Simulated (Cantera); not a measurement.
Charge: 1 mol CF4, 0.12 mol H2, at 850 K and 0.00580 bar.

Equilibrium computed with Cantera from the NASA thermochemical tables; the gas is ideal and each condensed phase is pure. Candidate condensed phases: C, C6H6, C7H8, C8H18; 95 gas species. Condensed phases not in the tables: fluorocarbon polymer. Gases not in the tables: C2F6 and larger saturated fluorocarbons. Equilibrium is a limit: real reactors are often held back by kinetics, nucleation or transport.

Base state: CF4 0.797, HF 0.203 (mole fractions); condensed: C(graphite).

Task: What changes in the equilibrium state with this change: CF4 replaced by CH3Cl?

Result: 
```tsv
species	before	after
H2	<1e-9	0.527
HCl	0	0.472
CH4	<1e-9	0.00100
CF4	0.797	0
HF	0.203	0
C(graphite), mol	0.0600	0.998
```
